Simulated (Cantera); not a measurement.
Charge: 1 mol Si, 0.13 mol O2, 5.4 mol H2, 0.44 mol N2O, held at 1598 K and 0.000460 bar.

Method: chemical equilibrium by Gibbs-energy minimisation in Cantera with the NASA 1993 tables (ideal gas, pure condensed phases). Candidate condensed phases: H2O, Si, SiO2, Si2N2O, Si3N4; 35 gas species. Equilibrium is a limit: real reactors are often held back by kinetics, nucleation or transport.

Problem. What is the equilibrium state?

Solution. 
| Item | Value |
|---|---|
| x(H2) | 0.823 |
| x(SiO) | 0.107 |
| x(N2) | 0.0672 |
| x(H) | 0.00225 |
| x(Si) | 0.000203 |
| x(SiH) | 8.68e-6 |
| x(SiH2) | 4.03e-6 |
| x(Si2N) | 1.64e-6 |
| n(Si(s)) | 0.299 mol |
| gas amount | 6.549 mol |
